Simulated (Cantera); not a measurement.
Mixture: H2 : O2 : N2 : H2O = 1 : 0.238 : 1.38 : 0.16 (molar parts), equivalence ratio 2.1, at 7500 Torr, adiabatic and at constant volume. Ignition delay is the time to a rise of 400 K.

Cantera simulation using the H2/O2 subset of GRI-Mech 3.0, which has no nitrogen chemistry; the numbers are that mechanism's predictions, not measurements. The hydrogen kinetics of GRI-Mech 3.0 are dated; newer H2 mechanisms differ, most at raised pressure. Where the delays flatten at high temperature, the 400 K rule measures the pace of heat release, not the induction time.

### Question
Predict: delay at 1323 K; delay at 1473 K; delay at 1623 K; delay at 1773 K.

### Answer
```json
{
 "delay at 1323 K": "10.6 µs",
 "delay at 1473 K": "2.61 µs",
 "delay at 1623 K": "1.42 µs",
 "delay at 1773 K": "0.965 µs"
}
```
